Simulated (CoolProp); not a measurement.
The fluoroketone C6F12O (FK-5-1-12) along the isotherm 226.85 °C: density (kg/m³) from the reference equation and from simpler models built on Tc = 168.7 °C, pc = 1.869 MPa, ω = 0.471; each cubic takes its own stable root.

Model: reference Helmholtz-energy equation of state, McLinden 2015, in CoolProp.

```
p (MPa)          phase  reference
-------  -------------  ---------
0.779              gas      65.37
1.56               gas      147.6
2.34     supercritical      257.2
3.12     supercritical      408.0
3.89     supercritical      581.7
4.67     supercritical      716.9
5.45     supercritical      805.4
6.23     supercritical      867.7
7.01     supercritical      914.9
7.79     supercritical      952.7
8.57     supercritical      984.1
9.35     supercritical       1011
```

Problem. How far does each simpler model (ideal gas, van der Waals, Redlich-Kwong, Soave-Redlich-Kwong, Peng-Robinson) lie from the reference over these 12 states: mean and median of the absolute difference, and the worst?

Solution. 
- ideal gas: mean 36.5 %, median 39.8 %, worst -50.5 % at 226.85 °C and 4.67 MPa
- van der Waals: mean 12.0 %, median 13.3 %, worst +21.8 % at 226.85 °C and 3.12 MPa
- Redlich-Kwong: mean 3.7 %, median 2.3 %, worst +12.8 % at 226.85 °C and 3.12 MPa
- Soave-Redlich-Kwong: mean 8.0 %, median 9.0 %, worst -12.9 % at 226.85 °C and 4.67 MPa
- Peng-Robinson: mean 2.6 %, median 1.6 %, worst -6.4 % at 226.85 °C and 4.67 MPa
